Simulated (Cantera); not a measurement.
Feed: 1 mol Al, 8.1 mol HCl, 30 mol H2, 4.8 mol N2, equilibrated at 475 °C and 1000 Pa.

Method: chemical equilibrium by Gibbs-energy minimisation in Cantera with the NASA 1993 tables (ideal gas, pure condensed phases). Candidate condensed phases: Al, AlCl3, AlN, NH4Cl; 20 gas species. Rates play no part.

Base state: H2 0.743, HCl 0.120, N2 0.113, AlCl3 0.0235, Al2Cl6 6.36e-5, NH3 1.13e-5 (mole fractions); condensed: gas only.

What changes in the equilibrium state with this change: pressure from 1000 Pa to 100000 Pa?


```
species   before    after
-------  -------  -------
H2         0.743    0.745
HCl        0.120    0.121
N2         0.113    0.113
AlCl3     0.0235   0.0170
Al2Cl6   6.36e-5  0.00334
NH3      1.13e-5  0.00113
```
